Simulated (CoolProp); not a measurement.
R21 at 468 K and 0.443 MPa is throttled through a valve to 0.29 MPa with no heat exchange. Each further row changes one setting.

Model: reference Helmholtz-energy equation of state, Platzer 1990, in CoolProp. This equation is an older, rougher fit.

```json
[
 {"case": "as stated", "temperature change (K)": "___", "final density (kg/m³)": "___"},
 {"case": "outlet pressure 0.087 MPa", "temperature change (K)": "___", "final density (kg/m³)": "2.33"},
 {"case": "outlet pressure 0.377 MPa", "temperature change (K)": "___", "final density (kg/m³)": "___"}
]
```

Task: Some entries are withheld; supply them.

Result: 
- as stated, temperature change (K): -1.6
- as stated, final density (kg/m³): 7.83
- outlet pressure 0.087 MPa, temperature change (K): -3.8
- outlet pressure 0.377 MPa, temperature change (K): -0.7
- outlet pressure 0.377 MPa, final density (kg/m³): 10.2
